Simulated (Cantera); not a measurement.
A closed system holds: 1 mol AlN, 0.075 mol H2O, 0.016 mol O2, equilibrated at 6.00 bar.

Cantera equilibrium calculation (NASA polynomials, part measured and part estimated; ideal gas, pure solids and liquids). Candidate condensed phases: Al, AlN, Al2O3, H2O; 35 gas species. Mutual solubility and eutectic melting of coexisting phases are not modelled. Equilibrium is a limit: real reactors are often held back by kinetics, nucleation or transport. All values below are at 1648 K.

Base state: H2 0.678, N2 0.322, NH3 7.84e-5, H2O 4.04e-5, H 2.99e-5 (mole fractions); condensed: AlN(s) + Al2O3(s).

Task: What changes in the equilibrium state with this change: O2 from 0.016 to 0.98 mol?

Result: 
| species | before | after |
|---|---|---|
| N2 | 0.322 | 0.620 |
| O2 | <1e-9 | 0.284 |
| H2O | 4.04e-5 | 0.0931 |
| H2 | 0.678 | 8.18e-7 |
| NO | <1e-9 | 0.00244 |
| OH | <1e-9 | 0.000168 |
| NH3 | 7.84e-5 | <1e-9 |
| AlN(s), mol | 0.929 | 0 |
| Al2O3(s), mol | 0.0357 | 0.500 |
Gases not in the tables: Al(OH)3.
